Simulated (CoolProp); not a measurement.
Vapour-liquid equilibrium of CHF3 (R23) (1) + R113 (2) at 274.3 K; x and y are mole fractions of (1).

The numbers come from the multi-fluid Helmholtz-energy mixture model, Penoncello 2003 and Marx 1992; pair parameters Bell 2016 in CoolProp.

```json
[
 {"x": "0.05", "bubble pressure (bar)": "2.152", "y at the bubble point": "0.924", "dew pressure at overall composition x (bar)": "0.1674", "liquid density (mol/L)": "8.880"},
 {"x": "0.125", "bubble pressure (bar)": "5.388", "y at the bubble point": "0.968", "dew pressure at overall composition x (bar)": "0.1819", "liquid density (mol/L)": "9.254"},
 {"x": "0.2", "bubble pressure (bar)": "8.619", "y at the bubble point": "0.979", "dew pressure at overall composition x (bar)": "0.1991", "liquid density (mol/L)": "9.649"},
 {"x": "0.275", "bubble pressure (bar)": "11.55", "y at the bubble point": "0.984", "dew pressure at overall composition x (bar)": "0.2199", "liquid density (mol/L)": "10.07"},
 {"x": "0.35", "bubble pressure (bar)": "13.98", "y at the bubble point": "___", "dew pressure at overall composition x (bar)": "0.2455", "liquid density (mol/L)": "___"},
 {"x": "0.425", "bubble pressure (bar)": "15.83", "y at the bubble point": "0.987", "dew pressure at overall composition x (bar)": "0.2777", "liquid density (mol/L)": "10.96"},
 {"x": "0.5", "bubble pressure (bar)": "17.17", "y at the bubble point": "0.988", "dew pressure at overall composition x (bar)": "0.3195", "liquid density (mol/L)": "11.44"},
 {"x": "0.575", "bubble pressure (bar)": "___", "y at the bubble point": "0.988", "dew pressure at overall composition x (bar)": "0.3762", "liquid density (mol/L)": "11.94"},
 {"x": "0.65", "bubble pressure (bar)": "18.90", "y at the bubble point": "0.989", "dew pressure at overall composition x (bar)": "0.4573", "liquid density (mol/L)": "12.46"},
 {"x": "0.725", "bubble pressure (bar)": "19.67", "y at the bubble point": "0.990", "dew pressure at overall composition x (bar)": "0.5829", "liquid density (mol/L)": "12.98"},
 {"x": "0.8", "bubble pressure (bar)": "___", "y at the bubble point": "0.991", "dew pressure at overall composition x (bar)": "0.8035", "liquid density (mol/L)": "___"},
 {"x": "0.875", "bubble pressure (bar)": "21.98", "y at the bubble point": "0.993", "dew pressure at overall composition x (bar)": "1.293", "liquid density (mol/L)": "___"},
 {"x": "0.95", "bubble pressure (bar)": "23.94", "y at the bubble point": "0.996", "dew pressure at overall composition x (bar)": "___", "liquid density (mol/L)": "14.45"}
]
```

Question: Fill in the missing entries.

Answer: 
- 0.35, y at the bubble point: 0.986
- 0.35, liquid density (mol/L): 10.50
- 0.575, bubble pressure (bar): 18.13
- 0.8, bubble pressure (bar): 20.64
- 0.8, liquid density (mol/L): 13.51
- 0.875, liquid density (mol/L): 14.02
- 0.95, dew pressure at overall composition x (bar): 3.322

No azeotrope shows between x = 0.05 and 0.95.

Pair parameters are fitted to limited data, so mixtures are less certain than the pure fluids. The gap from Raoult's law changes sign with composition, which may be real or a fault of the pair parameters; it wasn't checked against measurements. With so large a gap from Raoult's law the liquid may split in two, which this calculation doesn't test in full.
